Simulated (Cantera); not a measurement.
Input (Python, Cantera) and output of one run.

```python
import numpy as np
import cantera as ct

gas_names = [...]  # 95 gases of nasa_gas.yaml made of C, F, H
cond_names = """
    C(gr) C6H6(L) C7H8(L) C8H18(L),n-octa
""".split()


# ... load() reads the species with a 1 bar reference pressure and builds the phases ...
atoms = {
    'CH3F': {'C': 1, 'H': 3, 'F': 1},
    'H2': {'H': 2},
    'CH4': {'C': 1, 'H': 4},
}
top_T = {'C(gr)': 4500}  # K; cautious upper limits of use, not melting points


# ... equilibrate(T, P, feed) seeds the gas with the atoms and calls Mixture.equilibrate('TP', solver="vcs", rtol=1e-11, max_steps=5000) ...
results = []
feed = {'CH3F': 1, 'H2': 0.13, 'CH4': 0.77}  # mol
T = 3300  # K
P = 9000  # Pa
mix = equilibrate(T, P, feed)
results.append((T, P, feed, dict(zip(mix.species_names, mix.species_moles))))
x = sorted(zip(gas.X, gas.species_names), reverse=True)
print(f"T = {T:g} K  P = {P:g} Pa  gas = {mix.phase_moles(0):.4g} mol")
print("   x: " + "  ".join(f"{s} {v:.3e}" for v, s in x if v > 0.001))
print("   condensed (mol): " + ("  ".join(f"{mix.phase(i).name} {mix.phase_moles(i):.4g}"
      for i in range(1, mix.n_phases) if mix.phase_moles(i) > 1e-12) or "none"))
```

Output:

```
T = 3300 K  P = 9000 Pa  gas = 5.648 mol
   x: H 5.184e-01  H2 1.812e-01  HF 1.711e-01  C3 6.180e-02  C2H2,acetylene 2.458e-02  C2H 1.780e-02  C 7.485e-03  C2 6.694e-03  F 4.967e-03  C5 2.557e-03  C4H2 1.391e-03  CF 1.002e-03
   condensed (mol): none
```

Method: chemical equilibrium by Gibbs-energy minimisation in Cantera with the NASA 1993 tables (ideal gas, pure condensed phases).
